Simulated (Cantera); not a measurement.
An adiabatic, constant-volume homogeneous reactor starts with CO : H2 : O2 : N2 = 1 : 0.46 : 1.2 : 9.57 (molar parts), at 1173 K and 4.80 bar. Integrator tolerance rtol = 1e-08.

Detailed kinetics in Cantera: GRI-Mech 3.0 (53 species, 325 reactions). The hydrogen kinetics of GRI-Mech 3.0 are dated; newer H2 mechanisms differ, most at raised pressure.

Question: What does this change do: pressure from 4.80 bar to 1.30 bar?

Answer: 
```
quantity                                                              before                                      after
---------------------------------  -----------------------------------------  -----------------------------------------
time of steepest temperature rise                                    56.8 µs                                   0.110 ms
temperature at 4.00 s                                                 2270 K                                     2256 K
equilibrium temperature                                               2270 K                                     2256 K
x(CO) at 4.00 s                      0.00143 (gas-phase equilibrium 0.00143)    0.00247 (gas-phase equilibrium 0.00247)
x(H2) at 4.00 s                    0.000119 (gas-phase equilibrium 0.000119)  0.000208 (gas-phase equilibrium 0.000208)
x(O2) at 4.00 s                        0.0378 (gas-phase equilibrium 0.0378)      0.0382 (gas-phase equilibrium 0.0382)
x(NO2) at 4.00 s                     9.35e-6 (gas-phase equilibrium 9.35e-6)    4.85e-6 (gas-phase equilibrium 4.85e-6)
x(OH) at 4.00 s                      0.00155 (gas-phase equilibrium 0.00155)    0.00204 (gas-phase equilibrium 0.00204)
```
